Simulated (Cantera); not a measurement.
An adiabatic, constant-volume homogeneous reactor starts with 9.33 % CO, 11.2 % H₂, 14.3 % O₂, 48.4 % N₂, 16.8 % H₂O, equivalence ratio 0.72, at 1373 K and 1.18 atm.

Cantera simulation using GRI-Mech 3.0 (53 species, 325 reactions); the numbers are that mechanism's predictions, not measurements.

One state of this run: T (K) = 2646; P (bar) = 2.13; x CO = 0.0198; x H₂ = 0.0104; x O₂ = 0.0470; x HO₂ = 1.35e-5; x NO = 0.0101. x: mole fraction; the columns are a selection and need not sum to one.

Question: Which value of t (s) does it belong to?
(A) 1.61e-5
(B) 0.00544
(C) 3.70e-5
(D) 7.00e-6

Answer: B, 0.00544
